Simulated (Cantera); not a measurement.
A perfectly stirred reactor is fed with CH₄ : H₂O = 1 : 4.1 (molar parts), at 300 Torr; it is held at 1450 K, and followed from long to short residence time.

Detailed kinetics in Cantera: GRI-Mech 3.0 (53 species, 325 reactions).

```csv
quantity,before,after
x(CH₄) at τ = 0.330 s,0.166,0.000219
x(H₂O) at τ = 0.330 s,0.784,0.414
x(HCO) at τ = 0.330 s,1.57e-10,7.69e-8
x(HO₂) at τ = 0.330 s,<1e-12,1.17e-9
x(C₂H₂) at τ = 0.330 s,0.0102,5.97e-6
x(CH₄) at τ = 19.0 ms,0.194,0.00348
x(H₂O) at τ = 19.0 ms,0.803,0.425
x(HCO) at τ = 19.0 ms,7.67e-11,3.67e-7
x(HO₂) at τ = 19.0 ms,<1e-12,1.05e-9
x(C₂H₂) at τ = 19.0 ms,0.000141,0.00135
```

**Question.** What was changed between the two runs?
A) pressure from 300 Torr to 100.0 Torr
B) temperature 1450 to 1250 K
C) H2O 4.1 to 16 parts
D) temperature 1450 to 2175 K

**Answer.** D, temperature 1450 to 2175 K
